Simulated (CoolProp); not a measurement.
A single-stage vapour-compression cycle with cyclopentane: evaporating at 291.15 K (dew point), condensing at 354.15 K (bubble point), superheat 8 K, subcooling 0 K, compressor efficiency 0.6, no pressure losses. Each further row changes one setting.

Computed with CoolProp (reference Helmholtz-energy equation of state, Gedanitz 2015).

```csv
case,cooling COP,pressure ratio,discharge temperature (K),refrigerating effect (kJ/kg),volumetric capacity (kJ/m³)
as stated,2.26,8.12,395.5,299,272
evaporating temperature 296.15 K,2.54,6.62,391.5,304,336
condensing temperature 349.15 K,2.51,7.09,389.6,309,282
subcooling 5 K,2.33,8.12,395.5,309,282
superheat 18 K,2.27,8.12,405.1,311,274
compressor efficiency 0.5,1.88,8.12,410.7,299,272
```
